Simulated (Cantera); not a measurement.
Input: 1 mol Si3N4, 0.58 mol Cl2, 4.3 mol N2, at 1575 K.

Method: chemical equilibrium by Gibbs-energy minimisation in Cantera with the NASA 1993 tables (ideal gas, pure condensed phases). Candidate condensed phases: Si, Si3N4; 13 gas species. The tables' values for SiCl3, SiCl, SiN are old estimates; treat these amounts as uncertain. Kinetics and transport are ignored.

x: gas mole fraction; n: condensed amount in mol.

| P (Pa) | x N2 | x SiCl2 | x SiCl4 | x SiCl3 | x Si | x Cl | x SiCl | n Si(s) | n Si3N4(s) |
|---|---|---|---|---|---|---|---|---|---|
| 1 | 0.909 | 0.0822 | 1.29e-7 | 6.38e-5 | … | 0.00163 | 0.00112 | 2.38 | 0 |
| 5.20 | 0.914 | 0.0833 | 6.91e-7 | 0.000148 | … | 0.000718 | 0.000496 | 2.41 | 0 |
| 27 | 0.890 | 0.109 | 7.10e-6 | 0.000544 | … | 0.000388 | 0.000231 | 0 | 0.807 |
| 140 | 0.891 | 0.107 | 0.000106 | 0.00208 | … | 0.000292 | 5.81e-5 | 0 | 0.809 |
| 720 | 0.894 | 0.0975 | 0.00136 | 0.00711 | … | 0.000212 | 1.42e-5 | 0 | 0.815 |
| 3700 | 0.905 | 0.0683 | 0.0103 | 0.0164 | … | 0.000136 | 3.02e-6 | 0 | 0.838 |
| 19000 | 0.922 | 0.0297 | 0.0300 | 0.0184 | … | 6.86e-5 | 5.05e-7 | 0 | 0.871 |
| 100000 | 0.932 | 0.00915 | 0.0458 | 0.0127 | … | 2.90e-5 | 7.01e-8 | 0 | 0.891 |

Q: Some entries are withheld; supply them.

A: 
- 1, x Si: 0.00574
- 5.20, x Si: 0.00110
- 27, x Si: 0.000184
- 140, x Si: 1.18e-5
- 720, x Si: 7.70e-7
- 3700, x Si: 4.99e-8
- 19000, x Si: 3.22e-9
- 100000, x Si: 2.01e-10
